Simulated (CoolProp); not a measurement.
Computed with CoolProp (reference Helmholtz-energy equation of state, Lemmon 2006). It is a short technical equation, of lower accuracy than the large ones.

Question: Give the vapour pressure (bar), liquid density (kg/m³), enthalpy of vaporisation (kJ/kg), surface tension (mN/m) of saturated n-decane at 393, 425.2 K.

Answer: 
| T (K) | p (bar) | liquid density (kg/m³) | enthalpy of vaporisation (kJ/kg) | surface tension (mN/m) |
|---|---|---|---|---|
| 393 | 0.201 | 651 | 309 | 14.8 |
| 425.2 | 0.558 | 624 | 290 | 12.2 |

Surface tension comes from a separate correlation (Mulero 2012).
